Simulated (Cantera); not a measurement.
A perfectly stirred reactor is fed with CO : H2 : O2 : N2 = 1 : 0.059 : 0.378 : 1.42 (molar parts), at 1100000 Pa; it is adiabatic with a 498 K inlet, and is followed from long to short residence time, starting on the burning branch (τ in s: 0.2, 0.065, 0.022, 0.0073, 0.0025, 0.00082, 0.00028, 9.2e-05, 3.1e-05, 1e-05).

Model: GRI-Mech 3.0 (53 species, 325 reactions), integrated in Cantera. The hydrogen kinetics of GRI-Mech 3.0 are dated; newer H2 mechanisms differ, most at raised pressure.

What does this change do: pressure from 1100000 Pa to 27000 Pa?


```tsv
quantity	before	after
blow-out, bracketed by the residence times tried	burning at 10.0 µs, the shortest tried	burning at 0.820 ms, out at 0.280 ms
x(CO) at τ = 0.200 s	0.125	0.148
x(H2) at τ = 0.200 s	0.00152	0.00193
x(O2) at τ = 0.200 s	0.00107	0.0119
x(N2O) at τ = 0.200 s	2.39e-7	6.46e-8
x(H2O) at τ = 0.200 s	0.0215	0.0184
x(CO) at τ = 0.820 ms	0.135	0.222
x(H2) at τ = 0.820 ms	0.00166	0.00191
x(O2) at τ = 0.820 ms	0.00637	0.0490
x(N2O) at τ = 0.820 ms	7.03e-7	4.40e-8
x(H2O) at τ = 0.820 ms	0.0201	0.00544
```
